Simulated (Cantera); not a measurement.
Moist CO burnout

An isothermal, constant-pressure homogeneous reactor starts with 0.110 % CO, 0.199 % O₂, 0.0379 % H₂O, 99.7 % N₂, at 1200 K and 0.930 bar.

Model: GRI-Mech 3.0 (53 species, 325 reactions), integrated in Cantera.

| t (s) | x CO | x O₂ | x H₂O | x HO₂ | x O | x NO |
|---|---|---|---|---|---|---|
| 0.000300 | 0.00110 | 0.00199 | 0.000379 | <1e-12 | 2.98e-11 | <1e-12 |
| 0.00105 | 0.00110 | 0.00199 | 0.000379 | <1e-12 | 1.04e-10 | <1e-12 |
| 0.00370 | 0.00110 | 0.00199 | 0.000379 | 2.00e-11 | 4.24e-10 | <1e-12 |
| 0.0130 | 0.00110 | 0.00199 | 0.000379 | 9.98e-10 | 6.46e-9 | <1e-12 |
| 0.0456 | 0.00104 | 0.00196 | 0.000374 | 3.12e-7 | 1.95e-5 | 3.04e-10 |
| 0.160 | 0.000188 | 0.00153 | 0.000373 | 2.33e-7 | 1.03e-5 | 6.64e-8 |
| 0.562 | 1.75e-5 | 0.00145 | 0.000378 | 6.24e-8 | 1.02e-6 | 1.00e-7 |
| 1.97 | 1.02e-6 | 0.00145 | 0.000379 | 6.45e-9 | 9.69e-8 | 1.10e-7 |
| 6.93 | 3.20e-8 | 0.00145 | 0.000379 | 6.91e-10 | 1.63e-8 | 1.13e-7 |
| 24.3 | 2.03e-9 | 0.00145 | 0.000379 | 7.34e-11 | 2.89e-9 | 1.14e-7 |
| 85.4 | 5.71e-10 | 0.00145 | 0.000379 | 2.08e-11 | 1.06e-9 | 1.15e-7 |
| 300 | 5.25e-10 | 0.00145 | 0.000379 | 1.94e-11 | 9.94e-10 | 1.15e-7 |
x: mole fraction; the columns are a selection and need not sum to one.

Equilibrium at this temperature and pressure: CO 5.27e-10, O₂ 0.00144, H₂O 0.000379, HO₂ 1.93e-11, O 9.91e-10, NO 1.83e-5 (gas phase only).
